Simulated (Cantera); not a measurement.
**Catalytic stagnation flow on Pt**

A jet of 6.57 % CH4, 12.3 % O2, 81.1 % N2 at 300 K and 0.227 atm hits a platinum plate 2.3 cm away at a mass flux of 0.15 kg/m²/s; the plate temperature is set and raised in steps from an oxygen-covered start.

Cantera simulation using Deutschmann's 1995 Pt surface mechanism with GRI-Mech 3.0 gas chemistry; the numbers are that mechanism's predictions, not measurements. Catalytic surfaces can have several steady states; this one follows from the mechanism file's or the stated starting coverage.

| plate T (K) | wall x CH4 | wall x O2 | wall x H2O | wall x OH | wall x CO | wall x CO2 | θ free Pt | θ O* | θ OH* | θ CO* | θ C* |
|---|---|---|---|---|---|---|---|---|---|---|---|
| 900 | 0.0464 | 0.0816 | 0.0364 | 2.65e-8 | 1.66e-5 | 0.0239 | 0.178 | 0.820 | 0.00233 | 4.09e-5 | 1.46e-7 |
| 950 | 0.0322 | 0.0515 | 0.0627 | 8.26e-8 | 1.70e-5 | 0.0414 | 0.268 | 0.729 | 0.00288 | 3.82e-5 | 1.83e-7 |
| 1000 | 0.0186 | 0.0229 | 0.0876 | 2.19e-7 | 1.54e-5 | 0.0581 | 0.399 | 0.598 | 0.00313 | 3.38e-5 | 2.11e-7 |
| 1050 | 0.00392 | 0.00233 | 0.113 | <1e-8 | 0.0199 | 0.0526 | 0.894 | 9.71e-5 | 5.81e-5 | 0.104 | 0.00119 |
| 1100 | 0.00361 | 0.00222 | 0.113 | 1.39e-8 | 0.0201 | 0.0527 | 0.939 | 0.000100 | 5.17e-5 | 0.0590 | 0.000841 |
| 1150 | 0.00348 | 0.00219 | 0.111 | 3.23e-8 | 0.0191 | 0.0540 | 0.966 | 0.000115 | 4.86e-5 | 0.0320 | 0.000547 |
| 1200 | 0.00345 | 0.00222 | 0.110 | 7.34e-8 | 0.0175 | 0.0559 | 0.982 | 0.000142 | 4.74e-5 | 0.0171 | 0.000339 |
x: mole fraction at the wall; θ: surface coverage.
